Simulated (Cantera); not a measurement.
# Ignition delay

Mixture: 10.7 % CH₃OH, 16.9 % O₂, 72.5 % N₂, at 15.8 atm, adiabatic and at constant pressure. Ignition delay is the time to a rise of 400 K.

Model: GRI-Mech 3.0 (53 species, 325 reactions), integrated in Cantera. GRI-Mech 3.0 was tuned for natural gas; its chemistry of methanol as a main component is partial and can be far from experiment. The pressure lies above the range GRI-Mech 3.0 was tuned for (to about 10 atm).

```json
[
 {"T0 (K)": "1298", "delay (ms)": "0.246"},
 {"T0 (K)": "1348", "delay (ms)": "0.125"},
 {"T0 (K)": "1398", "delay (ms)": "0.0677"},
 {"T0 (K)": "1448", "delay (ms)": "0.0388"},
 {"T0 (K)": "1498", "delay (ms)": "0.0234"},
 {"T0 (K)": "1548", "delay (ms)": "0.0148"},
 {"T0 (K)": "1598", "delay (ms)": "0.00969"},
 {"T0 (K)": "1648", "delay (ms)": "0.00658"}
]
```

The apparent activation energy between 1548 and 1648 K is 170 kJ/mol.
